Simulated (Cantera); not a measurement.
Feed: 1 mol CCl₄, a varied amount of F₂, 3.1 mol H₂, 0.19 mol CH₄, equilibrated at 3098.15 K and 8.30 mbar.

These are equilibrium values from Cantera (NASA tables, ideal gas, pure condensed phases), not measurements of a reactor. Candidate condensed phases: C, C₆H₆, C₇H₈, C₈H₁₈; 118 gas species. The tables' values for CCl are old estimates; treat these amounts as uncertain. Kinetics and transport are ignored.

x: gas mole fraction; nothing condenses.

| n(F₂) (mol) | x H | x Cl | x HF | x F | x HCl | x H₂ | x C₃ |
|---|---|---|---|---|---|---|---|
| 0.19 | 0.490 | 0.337 | 0.0333 | 0.00269 | 0.0452 | 0.0446 | 0.0277 |
| 0.27 | 0.479 | 0.336 | (withheld) | (withheld) | 0.0441 | 0.0426 | 0.0276 |
| 0.38 | 0.464 | 0.335 | 0.0657 | 0.00561 | 0.0426 | 0.0399 | 0.0275 |
| 0.53 | 0.443 | 0.334 | 0.0906 | 0.00810 | 0.0406 | 0.0364 | 0.0274 |
| 0.76 | 0.412 | 0.333 | 0.127 | 0.0123 | 0.0376 | 0.0315 | 0.0271 |
| 1.1 | (withheld) | 0.331 | (withheld) | (withheld) | (withheld) | (withheld) | 0.0267 |
| 1.5 | 0.316 | 0.328 | 0.235 | 0.0295 | 0.0284 | 0.0185 | 0.0261 |
| 2.1 | 0.245 | 0.322 | 0.306 | 0.0496 | 0.0216 | 0.0111 | 0.0249 |

**Question.** Complete the blanks.

**Answer.** 
- 1.1, x H: 0.367
- 1.1, x HF: 0.179
- 1.1, x F: 0.0193
- 1.1, x HCl: 0.0332
- 1.1, x H₂: 0.0250
- 0.27, x HF: 0.0471
- 0.27, x F: 0.00389
